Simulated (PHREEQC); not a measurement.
Consider water at 25 °C with 0.01 mol KOH, 0.00015 mol Al(NO3)3 and 5.3e-05 mol CO2 per kg of water. Closed to the air; pH follows from the charge balance.

All values are PHREEQC results (ion-association model, phreeqc.dat), not measurements.

Each row changes one thing in this solution. Precipitation was switched off in this run.

```tsv
case	pH	CO3-2 (mol/kgw)	HCO3- (mol/kgw)	SI of Gibbsite (Al(OH)3)
as made	11.92	5.20e-5	9.94e-7	-1.23
diluted 100-fold with water	9.96	1.63e-7	3.67e-7	-1.23
Al(NO3)3 from 0.00015 to 1.5e-05 mol/kgw	11.94	5.21e-5	9.40e-7	-2.25
temperature from 25 to 90 °C	10.32	3.62e-5	1.68e-5	-2.08
temperature from 25 to 55 °C	11.06	4.85e-5	4.47e-6	-1.65
```

Species that the database lacks are ignored. Away from 25 °C the constants follow the database's enthalpies or fits; those with neither stay at their 25 °C values.
